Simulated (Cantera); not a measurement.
**Premixed flame**

A freely propagating, adiabatic, planar premixed flame of 29.6 % H2, 12.3 % O2, 58.0 % N2, unburnt at 700 K and 270000 Pa; mixture-averaged transport, grid criteria slope 0.08 and curve 0.16, no radiation.

Cantera simulation using the H2/O2 subset of GRI-Mech 3.0, which has no nitrogen chemistry; the numbers are that mechanism's predictions, not measurements. The hydrogen kinetics of GRI-Mech 3.0 are dated; newer H2 mechanisms differ, most at raised pressure. Burning velocities carry a grid error of a few per cent, more on coarse grids.

```csv
z (mm),T (K),u (m/s),x H2,x O2,x OH,x H2O2,x H,x O
-0.442,700,9.45,0.296,0.123,<1e-8,<1e-8,<1e-8,<1e-8
-0.294,700,9.45,0.296,0.123,<1e-8,<1e-8,<1e-8,<1e-8
-0.221,700,9.45,0.296,0.123,<1e-8,<1e-8,<1e-8,<1e-8
-0.147,700,9.45,0.296,0.123,<1e-8,<1e-8,6.51e-8,<1e-8
-0.0736,715,9.60,0.292,0.124,4.07e-5,3.50e-6,0.000155,8.97e-6
-0.0368,901,11.8,0.261,0.119,0.000792,1.92e-5,0.00471,0.000346
0,1319,16.8,0.172,0.0837,0.00345,8.60e-6,0.0290,0.00394
0.0368,1638,20.5,0.0914,0.0344,0.00867,3.44e-6,0.0501,0.00767
0.0736,1795,22.3,0.0682,0.0167,0.0117,2.06e-6,0.0503,0.00780
0.147,1949,24.0,0.0637,0.0105,0.0133,1.15e-6,0.0404,0.00638
0.294,2100,25.6,0.0628,0.00740,0.0132,6.55e-7,0.0288,0.00436
0.589,2231,27.0,0.0607,0.00471,0.0117,4.08e-7,0.0192,0.00258
1.18,2334,28.0,0.0583,0.00261,0.00927,2.63e-7,0.0122,0.00132
```
x: mole fraction of selected species; z is measured from the peak of heat release.

```
Property                    Result
------------------------  --------
laminar burning velocity  945 cm/s
thermal thickness         0.147 mm
peak x(OH)                  0.0134
peak x(H2O2)               1.93e-5
peak x(H)                   0.0517
peak x(O)                  0.00795
```
